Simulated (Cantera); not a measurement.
Charge: 1 mol Si, 2.2 mol HCl, 1.7 mol H2, held at 923 K and 750 Torr.

Method: chemical equilibrium by Gibbs-energy minimisation in Cantera with the NASA 1993 tables (ideal gas, pure condensed phases). Candidate condensed phases: Si; 19 gas species. The tables' values for SiCl3 are old estimates; treat these amounts as uncertain. Kinetics and transport are ignored.

Base state: H2 0.812, SiCl4 0.118, SiHCl3 0.0609, HCl 0.00559, SiH2Cl2 0.00309, SiCl3 0.000402, SiCl2 5.53e-5, SiH3Cl 3.87e-5 (mole fractions); condensed: Si(s).

### Question
What changes in the equilibrium state with this change: HCl from 2.2 to 9.5 mol?

### Answer
```
species      before     after
----------  -------  --------
HCl         0.00559     0.539
H2            0.812     0.363
SiCl4         0.118    0.0978
SiHCl3       0.0609  0.000234
SiH2Cl2     0.00309   5.50e-8
SiH3Cl      3.87e-5     <1e-9
SiCl2       5.53e-5   2.20e-9
Si(s), mol    0.399         0
```
